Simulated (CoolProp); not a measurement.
R1234ze(Z) along the isotherm 166.85 °C: Z from the reference equation and from simpler models built on Tc = 150.1 °C, pc = 35.31 bar, ω = 0.327; each cubic takes its own stable root.

Computed with CoolProp (reference Helmholtz-energy equation of state, Akasaka 2019).

| p (bar) | phase | reference |
|---|---|---|
| 0.279 | gas | 0.9974 |
| 0.573 | gas | 0.9947 |
| 1.18 | gas | 0.9890 |
| 2.42 | gas | 0.9773 |
| 4.96 | gas | 0.9529 |
| 10.2 | gas | 0.9002 |
| 20.9 | gas | 0.7803 |
| 43 | supercritical | 0.3988 |
| 88.3 | supercritical | 0.3464 |

Problem. How far does each simpler model (van der Waals, Peng-Robinson) lie from the reference over these 9 states: mean and median of the absolute difference, and the worst?

Solution. 
- van der Waals: mean 7.0 %, median 0.8 %, worst +48.1 % at 166.85 °C and 88.3 bar
- Peng-Robinson: mean 2.4 %, median 0.1 %, worst +14.3 % at 166.85 °C and 88.3 bar
